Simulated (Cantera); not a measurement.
Mixture: CO : H2 : CH4 : O2 : N2 : H2O = 1 : 0.58 : 0.083 : 0.531 : 2 : 0.11 (molar parts), equivalence ratio 1.8, at 31.6 atm, adiabatic and at constant pressure. Ignition delay is the time to a rise of 400 K.

Model: GRI-Mech 3.0 (53 species, 325 reactions), integrated in Cantera. The pressure lies above the range GRI-Mech 3.0 was tuned for (to about 10 atm). Below about 1000 K GRI-Mech 3.0 lacks low-temperature oxidation paths. Below about 950 K walls govern HO2 and H2O2 in real vessels.

Problem. Predict: delay at 873 K; delay at 973 K; delay at 1073 K; delay at 1173 K; apparent activation energy between 1123 and 1223 K.

Solution. 
| Property | Value |
|---|---|
| delay at 873 K | 51.7 ms |
| delay at 973 K | 4.21 ms |
| delay at 1073 K | 0.550 ms |
| delay at 1173 K | 99.0 µs |
| apparent activation energy between 1123 and 1223 K | 180 kJ/mol |
